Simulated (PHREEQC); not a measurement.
## Acid rinse or clean (model solution)

Consider water at 25 °C with 31 mmol/kgw HF and 21 mmol/kgw FeCl3. Closed to the air; pH follows from the charge balance.

Model: ion-association model, phreeqc.dat, run in PHREEQC.

The pH is 1.60. The ionic strength is 0.0755 mol/kgw and the total alkalinity is -73.0 meq/kg.

| species | molality | activity | log γ |
|---|---|---|---|
| Cl- | 0.0626 | 0.0493 | -0.104 |
| H+ | 0.0297 | 0.0249 | -0.077 |
| FeF+2 | 0.0113 | 0.00464 | -0.386 |
| FeF2+ | 0.00856 | 0.00685 | -0.097 |
| HF | 0.00136 | 0.00138 | 0.008 |
| FeF3 | 0.000396 | 0.000403 | 0.008 |
| Fe+3 | 0.000391 | 7.88e-5 | -0.696 |
| FeCl+2 | 0.000285 | 0.000117 | -0.386 |
| FeOH+2 | 4.97e-5 | 2.04e-5 | -0.386 |
| F- | 4.74e-5 | 3.71e-5 | -0.106 |
| FeCl2+ | 3.22e-5 | 2.58e-5 | -0.097 |
| Fe2(OH)2+4 | 4.22e-7 | 1.12e-8 | -1.574 |

This is a speciation only: nothing precipitates in the calculation. The solution is supersaturated, for example in Hematite (slow to form), Goethite (slow to form), so a real one may precipitate; this is no full list. Complexes and solids missing from the database can't appear. Fluoro complexes past AlF4- and FeF3 are missing from the database.
